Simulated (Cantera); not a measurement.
Charge: 1 mol acetone, 8.8 mol H2, held at 0.00133 bar.

These are equilibrium values from Cantera (NASA tables, ideal gas, pure condensed phases), not measurements of a reactor. Candidate condensed phases: C, C6H6, C7H8, C8H18, H2O; 131 gas species. Ions and electrons are included (thermal ionisation). The feed counts by its element totals alone. Kinetics and transport are ignored.

Question: Which condensed phases are stable at each of these points (T (K)): 2000, 2500, 3000, 3500, 4000, 4500, 5000?

Answer: 
| T (K) | condensed phases | C condensed (%) |
|---|---|---|
| 2000 | C(graphite) | 66.1 |
| 2500 | C(graphite) | 59.9 |
| 3000 | gas only | 0.0 |
| 3500 | gas only | 0.0 |
| 4000 | gas only | 0.0 |
| 4500 | gas only | 0.0 |
| 5000 | gas only | 0.0 |

From 2000 K to 2500 K the condensed part is C(graphite). From 3000 K to 5000 K nothing is condensed.
